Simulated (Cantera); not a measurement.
A closed system holds: 1 mol Si3H8, 0.092 mol HCl, 3.2 mol N2, at 100 Torr.

These are equilibrium values from Cantera (NASA tables, ideal gas, pure condensed phases), not measurements of a reactor. Candidate condensed phases: NH4Cl, Si, Si3N4; 28 gas species. The feed counts by its element totals alone. N2 is the only nitrogen source here; it is nearly inert below about 1500 K, so the nitride shown seldom forms there in practice. The numbers say what is thermodynamically allowed, not how fast it happens. All values below are at 1400 K.

Base state: H2 0.756, N2 0.227, HCl 0.0174, H 1.16e-5 (mole fractions); condensed: Si3N4(s).

### Question
What changes in the equilibrium state with this change: HCl from 0.092 to 3 mol?

### Answer
```
species         before     after
-------------  -------  --------
H2               0.756     0.509
HCl             0.0174     0.323
N2               0.227     0.155
SiCl4          2.18e-8   0.00735
SiCl3          1.41e-7   0.00211
SiHCl3         6.70e-8  0.000821
SiCl2          3.89e-6   0.00257
Si3N4(s), mol    1.000     0.965
```
The tables' values for SiCl3 are old estimates; treat these amounts as uncertain.
